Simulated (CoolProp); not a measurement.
Nitrous oxide along the isobar 26.6 MPa: fugacity coefficient from the reference equation and from simpler models built on Tc = 309.5 K, pc = 7.245 MPa, ω = 0.161; each cubic takes its own stable root.

Computed with CoolProp (reference Helmholtz-energy equation of state, Lemmon 2006). It is a short technical equation, of lower accuracy than the large ones.

| T (K) | phase | reference |
|---|---|---|
| 281.8 | liquid | 0.1733 |
| 312.9 | supercritical | 0.2835 |
| 344.1 | supercritical | 0.4051 |
| 375.3 | supercritical | 0.5223 |
| 406.5 | supercritical | 0.6241 |
| 437.6 | supercritical | 0.7071 |
| 468.8 | supercritical | 0.7740 |
| 500 | supercritical | 0.8276 |

Q: How far does each simpler model (van der Waals, Redlich-Kwong, Soave-Redlich-Kwong, Peng-Robinson) lie from the reference over these 8 states: mean and median of the absolute difference, and the worst?

A: 
- van der Waals: mean 14.0 %, median 8.2 %, worst +50.7 % at 281.8 K and 26.6 MPa
- Redlich-Kwong: mean 4.1 %, median 3.1 %, worst +12.3 % at 281.8 K and 26.6 MPa
- Soave-Redlich-Kwong: mean 6.2 %, median 6.3 %, worst +6.9 % at 312.9 K and 26.6 MPa
- Peng-Robinson: mean 1.3 %, median 1.3 %, worst -2.0 % at 281.8 K and 26.6 MPa
